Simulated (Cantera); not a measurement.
An adiabatic, constant-pressure homogeneous reactor starts with 19.2 % H₂, 16.9 % O₂, 63.5 % N₂, 0.442 % NO, at 1423 K and 760 Torr.

Cantera simulation using GRI-Mech 3.0 (53 species, 325 reactions); the numbers are that mechanism's predictions, not measurements.

Predict: time of steepest temperature rise; temperature at 4.00 s; equilibrium temperature; x(H₂) at 4.00 s; x(O₂) at 4.00 s; x(NO) at 4.00 s; x(H₂O) at 4.00 s; x(NO₂) at 4.00 s.


```json
{
 "time_of_steepest_temperature_rise": "17.6 µs",
 "temperature at 4.00 s": "2573 K",
 "equilibrium_temperature": "2573 K",
 "x(H₂) at 4.00 s": "0.00609 (gas-phase equilibrium 0.00609)",
 "x(O₂) at 4.00 s": "0.0707 (gas-phase equilibrium 0.0707)",
 "x(NO) at 4.00 s": "0.0142 (gas-phase equilibrium 0.0142)",
 "x(H₂O) at 4.00 s": "0.193 (gas-phase equilibrium 0.193)",
 "x(NO₂) at 4.00 s": "6.83e-6 (gas-phase equilibrium 6.83e-6)"
}
```
